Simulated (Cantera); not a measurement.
Feed: 1 mol B, 7.4 mol H2O, 9.3 mol N2, 0.34 mol O2, equilibrated at 1300 K and 13300 Pa.

Cantera equilibrium calculation (NASA polynomials, part measured and part estimated; ideal gas, pure solids and liquids). Candidate condensed phases: B, BN, B2O3, B3O3H3, H2O; 39 gas species. Gases not in the tables: H3BO3. Equilibrium is a limit: real reactors are often held back by kinetics, nucleation or transport.

Base state: N2 0.556, H2O 0.389, H2 0.0490, HBO2 0.00526, (HBO2)3 0.000731 (mole fractions); condensed: B2O3(l).

What changes in the equilibrium state with this change: pressure from 13300 Pa to 47000 Pa?


| species | before | after |
|---|---|---|
| N2 | 0.556 | 0.556 |
| H2O | 0.389 | 0.390 |
| H2 | 0.0490 | 0.0491 |
| HBO2 | 0.00526 | 0.00280 |
| (HBO2)3 | 0.000731 | 0.00138 |
| B2O3(l), mol | 0.438 | 0.442 |

What changes in the equilibrium state with this change: temperature from 1300 K to 1750 K?


```json
[
 {"species": "N2", "before": "0.556", "after": "0.541"},
 {"species": "H2O", "before": "0.389", "after": "0.354"},
 {"species": "HBO2", "before": "0.00526", "after": "0.0569"},
 {"species": "H2", "before": "0.0490", "after": "0.0476"},
 {"species": "BO2", "before": "1.18e-9", "after": "1.18e-5"},
 {"species": "OH", "before": "6.96e-8", "after": "6.06e-5"},
 {"species": "B2O3(l), mol", "before": "0.438", "after": "0"}
]
```
